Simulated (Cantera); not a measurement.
A perfectly stirred reactor is fed with CO : O2 : H2O : N2 = 0.027 : 0.025 : 0.019 : 1 (molar parts), equivalence ratio 0.54, at 4.24 atm; it is held at 1450 K, and followed from long to short residence time.

Detailed kinetics in Cantera: GRI-Mech 3.0 (53 species, 325 reactions).

Q: What does this change do: 0.052 parts CH4 added?

A: 
| quantity | before | after |
|---|---|---|
| x(CO) at τ = 7.50 s | 1.63e-5 | 0.0330 |
| x(O2) at τ = 7.50 s | 0.0109 | 8.65e-5 |
| x(H2O) at τ = 7.50 s | 0.0180 | 0.0312 |
| x(O) at τ = 7.50 s | 8.63e-7 | 2.46e-10 |
| x(CO2) at τ = 7.50 s | 0.0255 | 0.00936 |
| x(CO) at τ = 0.150 s | 0.000242 | 0.0324 |
| x(O2) at τ = 0.150 s | 0.0110 | 0.00249 |
| x(H2O) at τ = 0.150 s | 0.0179 | 0.0354 |
| x(O) at τ = 0.150 s | 9.99e-6 | 1.26e-8 |
| x(CO2) at τ = 0.150 s | 0.0253 | 0.00566 |
The temperature is held fixed by assumption; the heat of reaction is taken as removed at once.
